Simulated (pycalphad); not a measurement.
An equivalent pycalphad script:

```python
from pycalphad import Database, equilibrium, calculate, variables as v
import numpy as np
db = Database('COST507.tdb')
comps = ['AL', 'SI', 'MN', 'VA']
phases = ['AL11MN4', 'AL12MN', 'AL4MN', 'AL6MN', 'AL8MN5_D810', 'ALMNSI_ALPHA', 'ALMNSI_BETA', 'ALMNSI_DELTA', 'BCC_A2', 'CBCC_A12', 'CUB_A13', 'DIAMOND_A4', 'FCC_A1', 'HCP_A3', 'LIQUID', 'MN11SI19', 'MN3SI', 'MN5SI3', 'MN6SI', 'MN9SI2', 'MNSI']
eq = equilibrium(db, comps, phases, {v.X('SI'): 0.0019, v.X('MN'): 0.0059, v.T: np.arange(1850, 499, -40), v.P: 101325, v.N: 1}, output=['HM', 'SM'])
```

All values are pycalphad results on the COST 507 light-alloy database (1999) (1 atm), not direct measurements. The database dates from 1999; later assessments differ in places, in temperatures and in the compounds included. Amounts are mole fractions of atoms. Kinetics are ignored, which matters at the lower temperatures.

Results at three of the temperatures:

```
T = 1730.00 K, P = 101325 Pa, N = 1 mol of atoms
G = -104202 J/mol, H = 53832 J/mol, S = 91.35 J/(mol K)  (SER reference)
chemical potentials (J/mol): Al -103464, Si -175204, Mn -205447
phase             fraction      x(Al)      x(Si)      x(Mn)
LIQUID              1.0000     0.9922     0.0019     0.0059
```

```
T = 1490.00 K, P = 101325 Pa, N = 1 mol of atoms
G = -82834 J/mol, H = 46191 J/mol, S = 86.59 J/(mol K)  (SER reference)
chemical potentials (J/mol): Al -82156, Si -141053, Mn -178094
phase             fraction      x(Al)      x(Si)      x(Mn)
LIQUID              1.0000     0.9922     0.0019     0.0059
```

```
T = 770.00 K, P = 101325 Pa, N = 1 mol of atoms
G = -29100 J/mol, H = 12192 J/mol, S = 53.63 J/(mol K)  (SER reference)
chemical potentials (J/mol): Al -28548, Si -46765, Mn -116269
phase             fraction      x(Al)      x(Si)      x(Mn)
FCC_A1              0.9717     0.9989   0.000119   0.000999
ALMNSI_ALPHA        0.0283     0.7631     0.0629     0.1739
```

Changes of the phase set, refined by bisection:

| T (°C) | phases above | phases below |
|---|---|---|
| 657.7 | LIQUID | FCC_A1 + LIQUID |
| 652.1 | FCC_A1 + LIQUID | ALMNSI_ALPHA + FCC_A1 + LIQUID |
| 650.5 | ALMNSI_ALPHA + FCC_A1 + LIQUID | ALMNSI_ALPHA + FCC_A1 |

Database names, with the compositions (at.%) that they take in these runs: ALMNSI_ALPHA: Al 74-77 Mn 17 Si 6-8. FCC_A1 is fcc.
